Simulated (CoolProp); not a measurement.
Vapour-liquid equilibrium of n-heptane (1) + o-xylene (2) at 128.05 °C; x and y are mole fractions of (1).

Computed with CoolProp (multi-fluid Helmholtz-energy mixture model, Span 2003 and Zhou 2012; pair parameters Bell 2016).

```tsv
x	bubble pressure (kPa)	y at the bubble point	dew pressure at overall composition x (kPa)	liquid density (mol/L)
0.05	75.83	0.187	67.14	7.307
0.15	96.40	0.417	73.29	7.135
0.25	114.6	0.557	80.60	6.968
0.35	131.2	0.655	89.41	6.804
0.45	146.6	0.729	100.2	6.645
0.55	161.2	0.791	113.6	6.489
0.65	175.3	0.844	130.3	6.338
0.75	189.3	0.891	151.3	6.190
0.85	203.3	0.936	177.1	6.046
0.95	217.6	0.979	207.9	5.905
```

No azeotrope shows between x = 0.05 and 0.95.

Pair parameters are fitted to limited data, so mixtures are less certain than the pure fluids.
